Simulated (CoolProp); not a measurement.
Dimethyl ether along the isotherm 458.4 K: Z from the reference equation and from simpler models built on Tc = 400.4 K, pc = 5.337 MPa, ω = 0.196; each cubic takes its own stable root.

The numbers come from the reference Helmholtz-energy equation of state, Wu 2011 in CoolProp.

```csv
p (MPa),phase,reference,Soave-Redlich-Kwong,Peng-Robinson
0.728,gas,0.9679,0.9702,0.9658
1.46,gas,0.9351,0.9395,0.9307
2.18,gas,0.9021,0.9085,0.8957
2.91,gas,0.8679,0.8762,0.8596
3.64,gas,0.8326,0.8431,0.8228
4.37,gas,0.7960,0.8090,0.7855
5.09,gas,0.7586,0.7745,0.7482
5.82,supercritical,0.7194,0.7388,0.7100
6.55,supercritical,0.6791,0.7028,0.6720
7.28,supercritical,0.6382,0.6670,0.6349
8,supercritical,0.5985,0.6332,0.6003
```
